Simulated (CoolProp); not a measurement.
Vapour-liquid equilibrium of hexamethyldisiloxane (MM) (1) + toluene (2) at 395.4 K; x and y are mole fractions of (1).

Model: multi-fluid Helmholtz-energy mixture model, Thol 2016 and Lemmon 2006; pair parameters Bell 2016, in CoolProp.

| x | bubble pressure (kPa) | y at the bubble point | dew pressure at overall composition x (kPa) | liquid density (mol/L) |
|---|---|---|---|---|
| 0.05 | ___ | 0.074 | 142.1 | 7.959 |
| 0.125 | 149.0 | 0.176 | 146.2 | ___ |
| 0.2 | ___ | 0.268 | 150.4 | 6.998 |
| 0.275 | 159.0 | 0.351 | 154.6 | 6.584 |
| 0.35 | 163.3 | 0.428 | 158.9 | ___ |
| 0.425 | 167.2 | 0.499 | 163.2 | 5.861 |
| 0.5 | 170.7 | 0.566 | 167.3 | ___ |
| 0.575 | 173.8 | 0.630 | ___ | 5.255 |
| 0.65 | 176.4 | 0.693 | ___ | 4.988 |
| 0.725 | 178.6 | 0.755 | 177.6 | 4.742 |
| 0.8 | 180.4 | 0.818 | 179.9 | 4.515 |
| 0.875 | 181.7 | ___ | 181.6 | 4.305 |
| 0.95 | 182.5 | 0.952 | 182.5 | 4.110 |

What belongs in the gaps?


- 0.05, bubble pressure (kPa): 143.4
- 0.125, liquid density (mol/L): 7.454
- 0.2, bubble pressure (kPa): 154.2
- 0.35, liquid density (mol/L): 6.206
- 0.5, liquid density (mol/L): 5.546
- 0.575, dew pressure at overall composition x (kPa): 171.2
- 0.65, dew pressure at overall composition x (kPa): 174.6
- 0.875, y at the bubble point: 0.883

No azeotrope shows between x = 0.05 and 0.95.

Pair parameters are fitted to limited data, so mixtures are less certain than the pure fluids.
